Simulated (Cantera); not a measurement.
Input: 1 mol Si₃N₄, 0.62 mol H₂O, 74 mol H₂, held at 100 Torr.

These are equilibrium values from Cantera (NASA tables, ideal gas, pure condensed phases), not measurements of a reactor. Candidate condensed phases: H₂O, Si, SiO₂, Si₂N₂O, Si₃N₄; 35 gas species. Mutual solubility and eutectic melting of coexisting phases are not modelled. Kinetics and transport are ignored.

Question: Which condensed phases are stable at each of these points (T (°C)): 800, 850, 900, 950, 1000, 1050, 1100, 1150, 1200, 1250, 1300, 1350?

Answer: 
| T (°C) | condensed phases | Si condensed (%) |
|---|---|---|
| 800 | Si₂N₂O(s) + Si₃N₄(s) | 100.0 |
| 850 | Si₂N₂O(s) + Si₃N₄(s) | 100.0 |
| 900 | Si₂N₂O(s) + Si₃N₄(s) | 100.0 |
| 950 | Si₂N₂O(s) + Si₃N₄(s) | 100.0 |
| 1000 | Si₂N₂O(s) + Si₃N₄(s) | 100.0 |
| 1050 | Si₂N₂O(s) + Si₃N₄(s) | 100.0 |
| 1100 | Si₂N₂O(s) + Si₃N₄(s) | 100.0 |
| 1150 | Si₂N₂O(s) + Si₃N₄(s) | 100.0 |
| 1200 | Si₂N₂O(s) + Si₃N₄(s) | 100.0 |
| 1250 | Si₂N₂O(s) + Si₃N₄(s) | 100.0 |
| 1300 | Si₂N₂O(s) + Si₃N₄(s) | 99.9 |
| 1350 | Si(s) + Si₂N₂O(s) + Si₃N₄(s) | 99.7 |

From 800 °C to 1300 °C the condensed part is Si₂N₂O(s) + Si₃N₄(s). At 1350 °C the condensed part is Si(s) + Si₂N₂O(s) + Si₃N₄(s).
